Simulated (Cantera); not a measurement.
Cantera run, input and output.

```python
import numpy as np
import cantera as ct

gas = ct.Solution("gri30.yaml")
gas.TPX = 800, 1300000, {'CH4': 1, 'O2': 1.43, 'N2': 9.14}
inlet = ct.Reservoir(gas, clone=True)
gas.equilibrate("HP")  # start burning
reactor = ct.IdealGasConstPressureReactor(gas, energy="on", clone=False)
exhaust = ct.Reservoir(gas, clone=True)
tau = [0.044, 0.022, 0.011, 0.0052, 0.0026, 0.0013, 0.00063, 0.00031, 0.00015, 7.6e-05][0]
for a, b in ((inlet, reactor), (reactor, exhaust)):
    ct.MassFlowController(a, b, mdot=lambda t: reactor.mass / tau)
net = ct.ReactorNet([reactor])
show = ['CH4', 'O2', 'CH2O', 'CH2', 'O']

rows = []
print(f"{'tau/s':>10s}{'T/K':>9s}" + "".join(f"{s:>11s}" for s in show))
for tau in [0.044, 0.022, 0.011, 0.0052, 0.0026, 0.0013, 0.00063, 0.00031, 0.00015, 7.6e-05]:
    net.initial_time = 0.0
    net.advance(30 * tau)
    before = gas.X
    net.advance(40 * tau)
    drift = np.max(np.abs(gas.X - before) / (gas.X + 1e-9))
    rows.append([gas.T, *gas[show].X, drift])
    print(f"{tau:10.3e}{gas.T:9.1f}" + "".join(f"{x:11.3e}" for x in gas[show].X))
```

It prints:

```
     tau/s      T/K        CH4         O2       CH2O        CH2          O
 4.400e-02   1941.4  1.909e-03  1.982e-04  3.535e-06  1.476e-07  1.026e-07
 2.200e-02   1943.7  2.583e-03  3.738e-04  5.922e-06  2.545e-07  1.778e-07
 1.100e-02   1944.6  3.327e-03  6.932e-04  9.837e-06  4.296e-07  3.167e-07
 5.200e-03   1942.0  4.190e-03  1.323e-03  1.690e-05  7.315e-07  6.034e-07
 2.600e-03   1933.7  5.052e-03  2.358e-03  2.778e-05  1.143e-06  1.108e-06
 1.300e-03   1915.8  6.049e-03  4.167e-03  4.618e-05  1.664e-06  2.045e-06
 6.300e-04   1877.0  7.567e-03  7.793e-03  8.380e-05  2.138e-06  3.847e-06
 3.100e-04   1749.9  1.246e-02  1.980e-02  2.434e-04  1.384e-06  6.531e-06
 1.500e-04    800.0  8.643e-02  1.236e-01  2.452e-13  8.895e-26  2.350e-17
 7.600e-05    800.0  8.643e-02  1.236e-01  6.274e-14  2.279e-26  1.183e-17
```

Model: GRI-Mech 3.0 (53 species, 325 reactions), integrated in Cantera. The pressure lies above the range GRI-Mech 3.0 was tuned for (to about 10 atm).
